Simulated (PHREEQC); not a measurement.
NaOH is added in steps, without added water, to 1 kg of water holding 0.0029 mol H2SO4, 9.5e-05 mol K2SO4 and 1.4e-05 mol CO2, at 25 °C. Oxygen is held at 0.21 atm. The system is closed to CO2. Only these solids could form: Mirabilite, Nahcolite, Natron.

Base run: PHREEQC, ion-association model, wateq4f.dat. Each further column changes one thing. The table gives HCO3- (mol/kgw).

```
NaOH added (mol)     base  Davies equation for every ion  database phreeqc.dat  all activity coefficients set to 1  database pitzer.dat
----------------  -------  -----------------------------  --------------------  ----------------------------------  -------------------
0                 1.47e-9                        1.48e-9               1.47e-9                             1.29e-9              1.53e-9
0.0004062         1.58e-9                        1.60e-9               1.58e-9                             1.39e-9              1.65e-9
0.001219          1.87e-9                        1.90e-9               1.87e-9                             1.65e-9              1.94e-9
0.001625          2.06e-9                        2.09e-9               2.06e-9                             1.81e-9              2.13e-9
0.002031          2.29e-9                        2.32e-9               2.29e-9                             2.02e-9              2.36e-9
0.002844          2.94e-9                        2.98e-9               2.94e-9                             2.60e-9              3.01e-9
0.00325           3.42e-9                        3.46e-9               3.42e-9                             3.02e-9              3.49e-9
0.003656          4.09e-9                        4.13e-9               4.09e-9                             3.62e-9              4.16e-9
0.004469          6.63e-9                        6.71e-9               6.63e-9                             5.88e-9              6.71e-9
0.004875          9.58e-9                        9.69e-9               9.58e-9                             8.51e-9              9.67e-9
0.005281          1.71e-8                        1.73e-8               1.71e-8                             1.53e-8              1.73e-8
0.006094          5.28e-6                        5.25e-6               5.32e-6                             5.79e-6              5.49e-6
0.0065            2.73e-6                        2.70e-6               2.75e-6                             3.08e-6              2.87e-6
```

 pitzer.dat has no redox and few complexes: it carries them in its interaction parameters. phreeqc.dat and wateq4f.dat share most of their constants, so their agreement is no independent check. Solids allowed in the column 'database pitzer.dat': Arcanite, Burkeite, Glaserite, Kalicinite, Mirabilite, Misenite, Nahcolite, Natron, Thenardite, Trona.
